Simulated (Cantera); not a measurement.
A Cantera script and what it prints.

```python
import numpy as np
import cantera as ct

gas_names = """
    CL CL2 H HCL H2 Si SiCL SiCL2 SiCL3 SiCL4 SiH SiHCL3 SiH2 SiH2CL2 SiH3 SiH3CL SiH4 Si2 Si3
""".split()
cond_names = """
    Si(cr) Si(L)
""".split()


# ... load() reads the species with a 1 bar reference pressure and builds the phases ...
atoms = {
    'SiCl4': {'Si': 1, 'CL': 4},
    'Cl2': {'CL': 2},
    'H2': {'H': 2},
}
top_T = {}  # K; cautious upper limits of use, not melting points


# ... equilibrate(T, P, feed) seeds the gas with the atoms and calls Mixture.equilibrate('TP', solver="vcs", rtol=1e-11, max_steps=5000) ...
results = []
feed = {'SiCl4': 1, 'Cl2': 1.8, 'H2': 8.9}  # mol
P = 100000  # Pa
for T in [948, 1023, 1098, 1173, 1248, 1323, 1398, 1473]:
    mix = equilibrate(T, P, feed)
    results.append((T, P, feed, dict(zip(mix.species_names, mix.species_moles))))

top = {s: max(r[3][s] / sum(r[3][g] for g in gas_names) for r in results) for s in gas_names}
cols = sorted((s for s in top if top[s] > 0.0001), key=lambda s: -top[s])[:9]
seen = [c for c in cond_names if any(r[3].get(c, 0) > 1e-12 for r in results)]
print("log10 of partial pressures in bar; condensed amounts in mol")
print(f"{'T/K':>10s}" + "".join(f"{s[:9]:>10s}" for s in cols + seen))
for T, P, feed, n in results:
    ng = sum(n[g] for g in gas_names)
    print(f"{T:10.4g}" + "".join(f"{np.log10(max(n[s] / ng * P / 1e5, 1e-99)):10.3f}" for s in cols)
          + "".join(f"{n.get(c, 0):10.4g}" for c in seen))
```

It prints:

```
log10 of partial pressures in bar; condensed amounts in mol
       T/K        H2       HCL     SiCL4     SiCL3     SiCL2    SiHCL3   SiH2CL2
       948    -0.217    -0.511    -1.072    -5.083    -7.564    -3.125    -6.173
      1023    -0.218    -0.510    -1.076    -4.381    -6.362    -2.856    -5.593
      1098    -0.219    -0.508    -1.081    -3.781    -5.333    -2.629    -5.098
      1173    -0.220    -0.506    -1.091    -3.265    -4.446    -2.437    -4.676
      1248    -0.222    -0.502    -1.106    -2.822    -3.680    -2.279    -4.319
      1323    -0.225    -0.496    -1.133    -2.448    -3.025    -2.157    -4.025
      1398    -0.231    -0.484    -1.181    -2.146    -2.480    -2.081    -3.805
      1473    -0.241    -0.466    -1.263    -1.925    -2.052    -2.065    -3.672
```

Cantera equilibrium calculation (NASA polynomials, part measured and part estimated; ideal gas, pure solids and liquids). The tables' values for SiCl3 are old estimates; treat these amounts as uncertain.
